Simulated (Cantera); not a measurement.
What does this Cantera script print?

```python
import numpy as np
import cantera as ct

gas_names = [...]  # 130 gases of nasa_gas.yaml made of C, H, Mg, O, S
cond_names = """
    C(gr) C6H6(L) C7H8(L) C8H18(L),n-octa H2O(s) H2O(L) H2SO4(L) Mg(cr) Mg(L) MgCO3(s) MgO(s) MgO(L)
    MgO2H2(s) MgS(s) MgSO4(s) MgSO4(L) S(cr1) S(cr2) S(L)
""".split()


# ... load() reads the species with a 1 bar reference pressure and builds the phases ...
atoms = {
    'MgCO3': {'Mg': 1, 'C': 1, 'O': 3},
    'SO3': {'S': 1, 'O': 3},
    'O2': {'O': 2},
    'CH4': {'C': 1, 'H': 4},
}
top_T = {'C(gr)': 4500, 'MgS(s)': 2250}  # K; cautious upper limits of use, not melting points


# ... equilibrate(T, P, feed) seeds the gas with the atoms and calls Mixture.equilibrate('TP', solver="vcs", rtol=1e-11, max_steps=5000) ...
results = []
feed = {'MgCO3': 1, 'SO3': 0.066, 'O2': 1.4, 'CH4': 0.0017}  # mol
P = 650000  # Pa
for T in [623, 698, 773, 848, 923, 998, 1073, 1148, 1223, 1298, 1373, 1448, 1523]:
    mix = equilibrate(T, P, feed)
    results.append((T, P, feed, dict(zip(mix.species_names, mix.species_moles))))

top = {s: max(r[3][s] / sum(r[3][g] for g in gas_names) for r in results) for s in gas_names}
cols = sorted((s for s in top if top[s] > 1e-05), key=lambda s: -top[s])[:8]
seen = [c for c in cond_names if any(r[3].get(c, 0) > 1e-12 for r in results)]
print("log10 of partial pressures in bar; condensed amounts in mol")
print(f"{'T/K':>10s}" + "".join(f"{s[:9]:>10s}" for s in cols + seen))
for T, P, feed, n in results:
    ng = sum(n[g] for g in gas_names)
    print(f"{T:10.4g}" + "".join(f"{np.log10(max(n[s] / ng * P / 1e5, 1e-99)):10.3f}" for s in cols)
          + "".join(f"{n.get(c, 0):10.4g}" for c in seen))
```

Output:

```
log10 of partial pressures in bar; condensed amounts in mol
       T/K        O2       CO2       SO2       SO3       H2O  MgCO3(s)    MgO(s)  MgSO4(s)
       623     0.791    -0.523   -17.755   -13.991    -1.822     0.934         0     0.066
       698     0.658     0.288   -14.452   -11.645    -1.956    0.4061    0.5279     0.066
       773     0.577     0.433   -11.642    -9.591    -2.036         0     0.934     0.066
       848     0.577     0.433    -9.371    -7.908    -2.036         0     0.934     0.066
       923     0.577     0.433    -7.478    -6.506    -2.036         0     0.934     0.066
       998     0.577     0.433    -5.877    -5.322    -2.036         0     0.934     0.066
      1073     0.577     0.433    -4.509    -4.310    -2.036         0     0.934   0.06597
      1148     0.577     0.433    -3.326    -3.436    -2.036         0    0.9343   0.06569
      1223     0.577     0.432    -2.296    -2.676    -2.037         0    0.9367   0.06335
      1298     0.575     0.428    -1.390    -2.010    -2.041         0    0.9529   0.04713
      1373     0.570     0.416    -0.824    -1.658    -2.053         0         1         0
      1448     0.570     0.416    -0.804    -1.827    -2.054         0         1         0
      1523     0.570     0.416    -0.792    -1.985    -2.055         0         1         0
```

These are equilibrium values from Cantera (NASA tables, ideal gas, pure condensed phases), not measurements of a reactor. Mutual solubility and eutectic melting of coexisting phases are not modelled.
